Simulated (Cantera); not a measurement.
Cantera run, input and output.

```python
import numpy as np
import cantera as ct

gas = ct.Solution("gri30.yaml")
gas.TPX = 1625, 1000000, {'CH4': 1, 'H2O': 0.55}
reactor = ct.IdealGasConstPressureReactor(gas, energy="off", clone=False)
net = ct.ReactorNet([reactor])
net.rtol, net.atol = 1e-08, 1e-18
show = ['CH4', 'H2O', 'O', 'H', 'O2']
times = np.geomspace(3e-05, 20, 14)

steps = ct.SolutionArray(gas, extra=["t"])
rows = []
print(f"{'t/s':>10s}{'T/K':>9s}{'P/Pa':>11s}" + "".join(f"{s:>11s}" for s in show))
for t in times:
    while net.time < t:
        t_next = net.step()
        steps.append(gas.state, t=t_next)
    rows.append([np.interp(t, steps.t, y) for y in (steps.T, steps.P, *steps(*show).X.T)])
    print(f"{t:10.3e}{rows[-1][0]:9.1f}{rows[-1][1]:11.4g}" + "".join(f"{x:11.3e}" for x in rows[-1][2:]))
rate = np.gradient(steps.T, steps.t)
print("integrator steps:", len(steps.t))
if steps.T.max() > steps.T[0] + 200:
    print(f"time of steepest temperature rise: {steps.t[rate.argmax()]:.4e} s")
gas.TPX = 1625, 1000000, {'CH4': 1, 'H2O': 0.55}
gas.equilibrate("TP")
print(f"equilibrium (TP): T = {gas.T:.1f} K  " + "  ".join(f"{s} {gas[s].X[0]:.3e}" for s in show))
```

It prints:

```
       t/s      T/K       P/Pa        CH4        H2O          O          H         O2
 3.000e-05   1625.0      1e+06  6.434e-01  3.548e-01  6.150e-12  1.996e-07  5.601e-14
 8.416e-05   1625.0      1e+06  6.400e-01  3.546e-01  9.199e-12  2.996e-07  2.679e-13
 2.361e-04   1625.0      1e+06  6.288e-01  3.535e-01  1.442e-11  6.774e-07  1.379e-12
 6.624e-04   1625.0      1e+06  5.931e-01  3.477e-01  1.526e-11  1.837e-06  4.935e-12
 1.858e-03   1625.0      1e+06  5.104e-01  3.302e-01  9.759e-12  4.157e-06  5.299e-12
 5.213e-03   1625.0      1e+06  3.820e-01  3.011e-01  5.665e-12  7.555e-06  2.020e-12
 1.462e-02   1625.0      1e+06  2.524e-01  2.709e-01  4.199e-12  1.168e-05  1.053e-12
 4.103e-02   1625.0      1e+06  2.009e-01  2.470e-01  4.017e-12  1.429e-05  8.406e-13
 1.151e-01   1625.0      1e+06  2.005e-01  2.139e-01  3.657e-12  1.480e-05  6.316e-13
 3.229e-01   1625.0      1e+06  1.981e-01  1.601e-01  2.972e-12  1.551e-05  3.565e-13
 9.058e-01   1625.0      1e+06  1.848e-01  9.794e-02  2.002e-12  1.642e-05  1.352e-13
 2.541e+00   1625.0      1e+06  1.623e-01  4.577e-02  1.005e-12  1.728e-05  2.996e-14
 7.129e+00   1625.0      1e+06  1.416e-01  1.317e-02  2.989e-13  1.786e-05  2.491e-15
 2.000e+01   1625.0      1e+06  1.324e-01  1.073e-03  2.471e-14  1.809e-05  1.665e-17
integrator steps: 1596
equilibrium (TP): T = 1625.0 K  CH4 1.315e-01  H2O 4.530e-05  O 1.219e-15  H 1.811e-05  O2 3.870e-20
```

Computed with Cantera and GRI-Mech 3.0 (53 species, 325 reactions). GRI-Mech 3.0 stops at C3 and has no aromatics, soot or wall deposition, so with more carbon than oxygen in the feed, carbon stays in small species such as C2H2 where larger ones or solid carbon would form.
